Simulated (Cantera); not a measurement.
# Silicon etching in halogen gases: Si + HBr + H₂

A closed system holds: 1 mol Si, a varied amount of HBr, 0.24 mol H₂, equilibrated at 477 °C and 0.310 bar.

Method: chemical equilibrium by Gibbs-energy minimisation in Cantera with the NASA 1993 tables (ideal gas, pure condensed phases). Candidate condensed phases: Br₂, Si; 19 gas species. The tables' values for SiBr₃ are old estimates; treat these amounts as uncertain. Kinetics and transport are ignored.

From 1.5 mol HBr to 3.8 mol HBr the condensed part is Si(s). From 4.4 mol HBr to 8.2 mol HBr nothing is condensed. The main Si-bearing gas is SiBr₄ throughout.

| n(HBr) (mol) | x H₂ | x HBr | x SiBr₄ | x SiHBr₃ | x SiH₂Br₂ | x SiBr₃ | n Si(s) |
|---|---|---|---|---|---|---|---|
| 1.5 | 0.717 | 0.00244 | 0.261 | 0.0188 | 0.000629 | 1.75e-5 | 0.619 |
| 1.8 | 0.709 | 0.00244 | 0.269 | 0.0191 | 0.000631 | 1.79e-5 | 0.543 |
| 2.1 | 0.702 | 0.00245 | 0.275 | 0.0193 | 0.000633 | 1.82e-5 | 0.467 |
| 2.4 | 0.697 | 0.00245 | 0.280 | 0.0195 | 0.000634 | 1.84e-5 | 0.391 |
| 2.8 | 0.692 | 0.00245 | 0.285 | 0.0197 | 0.000634 | 1.87e-5 | 0.289 |
| 3.3 | 0.688 | 0.00245 | 0.289 | 0.0199 | 0.000635 | 1.89e-5 | 0.162 |
| 3.8 | 0.684 | 0.00245 | 0.293 | 0.0200 | 0.000636 | 1.91e-5 | 0.0355 |
| 4.4 | 0.615 | 0.110 | 0.274 | 0.000374 | 2.38e-7 | 3.76e-7 | 0 |
| 5.2 | 0.504 | 0.270 | 0.225 | 0.000103 | 2.18e-8 | 1.14e-7 | 0 |
| 6 | 0.427 | 0.382 | 0.191 | 5.23e-5 | 6.67e-9 | 6.30e-8 | 0 |
| 7 | 0.359 | 0.481 | 0.160 | 2.93e-5 | 2.49e-9 | 3.85e-8 | 0 |
| 8.2 | 0.301 | 0.565 | 0.134 | 1.75e-5 | 1.07e-9 | 2.52e-8 | 0 |
x: gas mole fraction; n: condensed amount in mol.
